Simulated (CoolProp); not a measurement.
Vapour-liquid equilibrium of ethane (1) + hydrogen chloride (2) at -85.15 °C; x and y are mole fractions of (1).

Computed with CoolProp (multi-fluid Helmholtz-energy mixture model, Bücker 2006 and Thol 2018; pair parameters Bell 2016).

**Question.** Give the bubble pressure and the first vapour's composition at x = 0.25, 0.35, 0.95. Is there an azeotrope?

**Answer.** x = 0.25: 0.1613 MPa, y = 0.465; x = 0.35: 0.1652 MPa, y = 0.495; x = 0.95: 0.1354 MPa, y = 0.859. y crosses x between x = 0.45 and 0.55: the model has an azeotrope there.

The pair parameters rest on a limited set of measurements; away from them the model extrapolates. With so large a gap from Raoult's law the liquid may split in two, which this calculation doesn't test in full.
